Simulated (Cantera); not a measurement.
Feed: 1 mol SiC, 0.013 mol H2O, 2.4 mol N2, 0.02 mol N2O, at 1275 K and 1.50 mbar.

Cantera equilibrium calculation (NASA polynomials, part measured and part estimated; ideal gas, pure solids and liquids). Candidate condensed phases: C, C6H6, C7H8, C8H18, H2O, Si, SiC, SiO2, Si2N2O, Si3N4; 151 gas species. Mutual solubility and eutectic melting of coexisting phases are not modelled. The numbers say what is thermodynamically allowed, not how fast it happens.

Q: What is the equilibrium state?

A: 
| Item | Result |
|---|---|
| x(N2) | 0.994 |
| x(H2) | 0.00541 |
| x(CO) | 9.21e-5 |
| x(HCN) | 1.19e-5 |
| x(H) | 1.40e-6 |
| n(C(graphite)) | 0.0653 mol |
| n(SiC(s)) | 0.934 mol |
| n(Si2N2O(s)) | 0.0328 mol |
| gas amount | 2.400 mol |
| log10 activity of Si(s) (absent) | -2.59 |
